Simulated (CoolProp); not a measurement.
Vapour-liquid equilibrium of ethylene (1) + n-perfluorobutane (2) at -16.85 °C; x and y are mole fractions of (1).

Values from CoolProp's multi-fluid Helmholtz-energy mixture model, Smukala 2000 and Gao 2022; pair parameters Bell 2016.

Question: Give the bubble pressure and the first vapour's composition at x = 0.05, 0.5, 0.65. Is there an azeotrope?

Answer: x = 0.05: 0.2774 MPa, y = 0.801; x = 0.5: 1.773 MPa, y = 0.962; x = 0.65: 1.944 MPa, y = 0.966. No azeotrope shows between x = 0.05 and 0.95.

Pair parameters are fitted to limited data, so mixtures are less certain than the pure fluids. The gap from Raoult's law changes sign with composition, which may be real or a fault of the pair parameters; it wasn't checked against measurements. With so large a gap from Raoult's law the liquid may split in two, which this calculation doesn't test in full.
